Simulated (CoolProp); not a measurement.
Vapour-liquid equilibrium of dimethyl ether (1) + 1-butene (2) at 67.55 °C; x and y are mole fractions of (1).

Model: multi-fluid Helmholtz-energy mixture model, Wu 2011 and Lemmon 2005; pair parameters Bell 2016, in CoolProp.

| x | bubble pressure, mixture model (kPa) | bubble pressure, Raoult's law (kPa) | y, mixture model | y, Raoult's law |
|---|---|---|---|---|
| 0.05 | (withheld) | 948.8 | 0.090 | 0.090 |
| 0.125 | 1036 | 1009 | 0.208 | 0.212 |
| 0.2 | 1109 | 1070 | 0.310 | 0.320 |
| 0.275 | 1178 | 1130 | 0.399 | 0.417 |
| 0.35 | 1245 | 1190 | 0.479 | 0.504 |
| 0.425 | (withheld) | 1251 | 0.551 | 0.582 |
| 0.5 | (withheld) | 1311 | 0.618 | 0.654 |
| 0.575 | 1428 | 1372 | 0.680 | 0.718 |
| 0.65 | 1484 | 1432 | 0.739 | 0.778 |
| 0.725 | 1537 | 1492 | 0.796 | 0.833 |
| 0.8 | 1589 | 1553 | 0.852 | 0.883 |
| 0.875 | 1638 | 1613 | 0.907 | 0.930 |
| 0.95 | 1684 | 1674 | 0.962 | 0.973 |

Question: Fill in the missing entries.

Answer: 
- 0.05, bubble pressure, mixture model (kPa): 960.6
- 0.425, bubble pressure, mixture model (kPa): 1309
- 0.5, bubble pressure, mixture model (kPa): 1370

The largest gap from Raoult's law is +4.6 % in bubble pressure, at x = 0.425. No azeotrope shows between x = 0.05 and 0.95.

The pair parameters rest on a limited set of measurements; away from them the model extrapolates.
